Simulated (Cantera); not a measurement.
Charge: 1 mol Si(CH3)4, 0.13 mol C2H2, 22 mol H2, equilibrated at 2075 °C and 660 Pa.

Equilibrium computed with Cantera from the NASA thermochemical tables; the gas is ideal and each condensed phase is pure. Candidate condensed phases: C, C6H6, C7H8, C8H18, Si, SiC; 87 gas species. Gases not in the tables: Si2H6 and higher silanes. The numbers say what is thermodynamically allowed, not how fast it happens.

Base state: H2 0.827, H 0.138, Si 0.0242, C2H2 (acetylene) 0.00452, SiC2 0.00393, Si2C 0.00157, SiH 0.000603, Si2 5.72e-5 (mole fractions); condensed: C(graphite).

Task: What changes in the equilibrium state with this change: H2 from 22 to 100 mol?

Result: 
```
species             before     after
----------------  --------  --------
H2                   0.827     0.847
H                    0.138     0.140
Si                  0.0242   0.00706
SiC2               0.00393   0.00115
Si2C               0.00157  0.000134
Si2                5.72e-5   4.88e-6
SiH               0.000603  0.000178
C(graphite), mol      3.68      2.90
```
